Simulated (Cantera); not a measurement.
Charge: 1 mol PbO, 0.16 mol H2, at 2.50 mbar.

Method: chemical equilibrium by Gibbs-energy minimisation in Cantera with the NASA 1993 tables (ideal gas, pure condensed phases). Candidate condensed phases: H2O, Pb, PbO, PbO2, Pb3O4; 12 gas species. Gases not in the tables: (PbO)n polymers. Equilibrium is a limit: real reactors are often held back by kinetics, nucleation or transport. All values below are at 1350 K.

Base state: PbO 0.415, Pb 0.293, H2O 0.289, O2 0.00206, OH 4.39e-5, H2 2.60e-5 (mole fractions); condensed: PbO(l).

Question: What changes in the equilibrium state with this change: H2 from 0.16 to 20 mol?

Answer: 
```csv
species,before,after
H2,2.60e-5,0.905
H2O,0.289,0.0476
Pb,0.293,0.0476
PbO,0.415,3.19e-7
O2,0.00206,<1e-9
OH,4.39e-5,3.87e-8
H,2.43e-7,4.53e-5
"PbO(l), mol",0.608,0
```
